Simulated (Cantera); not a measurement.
An isothermal, constant-pressure homogeneous reactor starts with NH₃ : N₂ = 1 : 8.6 (molar parts), at 2375 K and 0.0691 atm. Integrator tolerance rtol = 1e-08.

Computed with Cantera and the gas-phase N/H chemistry of the illustrative SiF4/NH3 mechanism in the Surface Chemkin manual (1991). Walls and surfaces, which speed up NH3 decomposition in real reactors, are not modelled.

Task: What does this change do: pressure from 0.0691 atm to 0.0132 atm?

Result: 
| quantity | before | after |
|---|---|---|
| x(NH₃) at 1.00 s | 4.16e-8 (gas-phase equilibrium 3.64e-8) | 3.49e-6 (gas-phase equilibrium 5.89e-9) |
| x(H) at 1.00 s | 0.0190 (gas-phase equilibrium 0.0194) | 0.00835 (gas-phase equilibrium 0.0421) |
| x(NH₂) at 1.00 s | 1.95e-8 (gas-phase equilibrium 1.74e-8) | 6.85e-7 (gas-phase equilibrium 6.80e-9) |
| x(N₂H₂) at 1.00 s | <1e-12 (gas-phase equilibrium <1e-12) | 9.94e-12 (gas-phase equilibrium <1e-12) |
| x(N) at 1.00 s | 3.23e-7 (gas-phase equilibrium 3.00e-7) | 1.99e-6 (gas-phase equilibrium 6.83e-7) |
| x(NH) at 1.00 s | 5.70e-8 (gas-phase equilibrium 5.18e-8) | 8.37e-7 (gas-phase equilibrium 4.89e-8) |

Task: What does this change do: temperature 2375 to 1925 K?

Result: 
```json
[
 {"quantity": "x(NH₃) at 1.00 s", "before": "4.16e-8 (gas-phase equilibrium 3.64e-8)", "after": "0.0278 (gas-phase equilibrium 7.80e-8)"},
 {"quantity": "x(H) at 1.00 s", "before": "0.0190 (gas-phase equilibrium 0.0194)", "after": "0.000136 (gas-phase equilibrium 0.00136)"},
 {"quantity": "x(NH₂) at 1.00 s", "before": "1.95e-8 (gas-phase equilibrium 1.74e-8)", "after": "0.000103 (gas-phase equilibrium 2.14e-9)"},
 {"quantity": "x(N₂H₂) at 1.00 s", "before": "<1e-12 (gas-phase equilibrium <1e-12)", "after": "1.38e-7 (gas-phase equilibrium <1e-12)"},
 {"quantity": "x(N) at 1.00 s", "before": "3.23e-7 (gas-phase equilibrium 3.00e-7)", "after": "7.50e-7 (gas-phase equilibrium 1.02e-9)"},
 {"quantity": "x(NH) at 1.00 s", "before": "5.70e-8 (gas-phase equilibrium 5.18e-8)", "after": "4.69e-6 (gas-phase equilibrium 7.88e-10)"}
]
```
